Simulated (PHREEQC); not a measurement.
Dissolve 0.29 mol/kgw ZnSO4, 8.8e-05 mol/kgw NiCl2, 0.061 mol/kgw NaH2PO4 and 0.021 mol/kgw NaCl at 25 °C. Closed to the air; pH follows from the charge balance.

All values are PHREEQC results (ion-association model, wateq4f.dat), not measurements.

This is a speciation only: nothing precipitates in the calculation.

Order these Cl species by the share of Cl that they hold, largest first: ZnCl2, Cl-, ZnCl+.

Cl- (92 %), ZnCl+ (7.9 %), ZnCl2 (0.11 %)

The pH is 4.41 and the ionic strength 0.621 mol/kgw. Saturation is exceeded, for instance for Zn3(PO4)2:4w; the values hold only as long as no solid forms. H3PO4, which wateq4f.dat lacks, is added to it with the constant of phreeqc.dat. The database has no phosphate complexes of Zn, Ni.
